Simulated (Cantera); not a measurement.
Mixture: CH4 : O2 : N2 = 1 : 1.18 : 4.42 (molar parts), at 9.87 atm, adiabatic and at constant volume. Ignition delay is the time to a rise of 400 K.

Cantera simulation using GRI-Mech 3.0 (53 species, 325 reactions); the numbers are that mechanism's predictions, not measurements.

Task: Predict: delay at 1150 K; delay at 1225 K; delay at 1300 K; delay at 1375 K; delay at 1450 K; delay at 1525 K; delay at 1600 K; apparent activation energy between 1450 and 1600 K.

Result: 
```json
{
 "delay at 1150 K": "11.2 ms",
 "delay at 1225 K": "4.32 ms",
 "delay at 1300 K": "1.78 ms",
 "delay at 1375 K": "0.779 ms",
 "delay at 1450 K": "0.357 ms",
 "delay at 1525 K": "0.170 ms",
 "delay at 1600 K": "84.2 µs",
 "apparent activation energy between 1450 and 1600 K": "190 kJ/mol"
}
```
